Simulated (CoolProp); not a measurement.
Vapour-liquid equilibrium of CH2F2 (R32) (1) + R123 (2) at 0.389 bar; x and y are mole fractions of (1).

Values from CoolProp's multi-fluid Helmholtz-energy mixture model, Tillner-Roth 1997 and Younglove 1994; pair parameters Bell 2016.

Give the bubble temperature and the first vapour's composition at x = 0.45, 0.55, 0.75. Is there an azeotrope?

x = 0.45: -61.0 °C, y = 0.987; x = 0.55: -62.8 °C, y = 0.990; x = 0.75: -65.4 °C, y = 0.994. No azeotrope shows between x = 0.05 and 0.95.

The pair parameters rest on a limited set of measurements; away from them the model extrapolates.
